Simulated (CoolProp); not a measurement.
Vapour-liquid equilibrium of ethane (1) + propylene (2) at 0.33 MPa; x and y are mole fractions of (1).

The numbers come from the multi-fluid Helmholtz-energy mixture model, Bücker 2006 and Lemmon 2013; pair parameters Bell 2016 in CoolProp.

```csv
x,"bubble temperature, mixture model (°C)","bubble temperature, Raoult's law (°C)","y, mixture model","y, Raoult's law"
0.05,-22.6,-22.7,0.187,0.200
0.15,-30.8,-30.8,0.450,0.472
0.25,-37.4,-37.4,?,0.641
0.35,-42.8,-42.8,?,0.752
0.45,-47.2,-47.3,0.809,0.829
0.55,-51.1,-51.1,?,0.883
0.65,?,-54.5,?,0.922
0.75,?,-57.4,?,0.952
0.85,?,-60.0,0.969,0.975
0.95,-62.3,-62.4,0.991,0.993
```

Some entries are withheld; supply them.


- 0.25, y, mixture model: 0.618
- 0.35, y, mixture model: 0.730
- 0.55, y, mixture model: 0.866
- 0.65, bubble temperature, mixture model (°C): -54.4
- 0.65, y, mixture model: 0.909
- 0.75, bubble temperature, mixture model (°C): -57.3
- 0.75, y, mixture model: 0.942
- 0.85, bubble temperature, mixture model (°C): -59.9

The largest gap from Raoult's law is +0.1 K in bubble temperature, at x = 0.75. No azeotrope shows between x = 0.05 and 0.95.

Pair parameters are fitted to limited data, so mixtures are less certain than the pure fluids.
